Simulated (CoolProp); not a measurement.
Hexamethyldisiloxane (MM) at 511.36 K and 0.48 MPa is throttled through a valve to 0.101 MPa with no heat exchange. Each further row changes one setting.

Values from CoolProp's reference Helmholtz-energy equation of state, Thol 2016.

```json
[
 {"case": "as stated", "temperature change (K)": "-3.7", "final density (kg/m³)": "3.97"},
 {"case": "outlet pressure 0.0303 MPa", "temperature change (K)": "[?]", "final density (kg/m³)": "[?]"},
 {"case": "outlet pressure 0.131 MPa", "temperature change (K)": "[?]", "final density (kg/m³)": "[?]"}
]
```

Task: Fill in the missing entries.

Result: 
- outlet pressure 0.0303 MPa, temperature change (K): -4.3
- outlet pressure 0.0303 MPa, final density (kg/m³): 1.17
- outlet pressure 0.131 MPa, temperature change (K): -3.4
- outlet pressure 0.131 MPa, final density (kg/m³): 5.17
